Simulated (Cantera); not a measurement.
A Cantera script and what it prints.

```python
import numpy as np
import cantera as ct

gas_names = """
    S2 F2
""".split()
cond_names = """
    Pb(L) PbF2(L) PbS(L)
""".split()


def load(file, names, dense=False):
    # The tables refer to 1 bar. Condensed volumes are neglected.
    table = {s.name: s for s in ct.Species.list_from_file(file)}
    out = []
    for n in names:
        d = dict(table[n].input_data)
        d["thermo"] = dict(d["thermo"], **{"reference-pressure": 1e5})
        if dense:
            d["equation-of-state"] = {"model": "constant-volume", "density": "1e6 g/cm^3"}
        out.append(ct.Species.from_dict(d))
    return out


species = {s.name: s for s in load("nasa_gas.yaml", gas_names) + load("nasa_condensed.yaml", cond_names)}
T = 1525
g = {n: (s.thermo.h(T) - T * s.thermo.s(T)) / (ct.gas_constant * T * np.log(10)) for n, s in species.items()}
valid = cond_names  # the entries whose range holds T


def stable(la, lb):
    # potentials (over RT ln 10) of the two non-metals from log10 p(S2) and log10 p(F2) in bar
    mu = {}
    mu["S"] = (g["S2"] + la) / 2
    mu["F"] = (g["F2"] + lb) / 2
    cost = {}
    for n in valid:
        c = species[n].composition
        cost[n] = (g[n] - sum(c.get(e, 0) * m for e, m in mu.items())) / c["Pb"]
    return min(cost, key=cost.get)


results = []
for lb in [0, -1.7, -3.4, -5.1, -6.8, -8.5, -10.2, -11.9, -13.6, -15.3, -17]:
    row = [stable(la, lb) for la in [-11, -10.4, -9.9, -9.4, -8.8, -8.2, -7.7, -7.2, -6.6, -6, -5.5, -4.9, -4.4, -3.8, -3.3, -2.8, -2.2, -1.6, -1.1, -0.5, 0]]
    results.append(row)
    print(f"{lb:6.1f}  " + " ".join(f"{valid.index(n):x}" for n in row))
print("key: " + ", ".join(f"{i:x} {n}" for i, n in enumerate(valid)))
```

Result:

```
   0.0  1 1 1 1 1 1 1 1 1 1 1 1 1 1 1 1 1 1 1 1 1
  -1.7  1 1 1 1 1 1 1 1 1 1 1 1 1 1 1 1 1 1 1 1 1
  -3.4  1 1 1 1 1 1 1 1 1 1 1 1 1 1 1 1 1 1 1 1 1
  -5.1  1 1 1 1 1 1 1 1 1 1 1 1 1 1 1 1 1 1 1 1 1
  -6.8  1 1 1 1 1 1 1 1 1 1 1 1 1 1 1 1 1 1 1 1 1
  -8.5  1 1 1 1 1 1 1 1 1 1 1 1 1 1 1 1 1 1 1 1 1
 -10.2  1 1 1 1 1 1 1 1 1 1 1 1 1 1 1 1 1 1 1 1 1
 -11.9  1 1 1 1 1 1 1 1 1 1 1 1 1 1 1 1 1 1 1 1 1
 -13.6  1 1 1 1 1 1 1 1 1 1 1 1 1 1 1 1 1 1 1 1 1
 -15.3  1 1 1 1 1 1 1 1 1 1 1 1 1 1 1 1 1 1 1 1 2
 -17.0  0 0 0 0 0 0 0 0 0 0 0 0 0 0 0 0 0 2 2 2 2
key: 0 Pb(L), 1 PbF2(L), 2 PbS(L)
```

Source: NASA polynomial tables (part measured, part estimated), evaluated in Cantera. Part of the grid cannot be reached: there another gas would pass 10 bar, or a non-metal would condense.
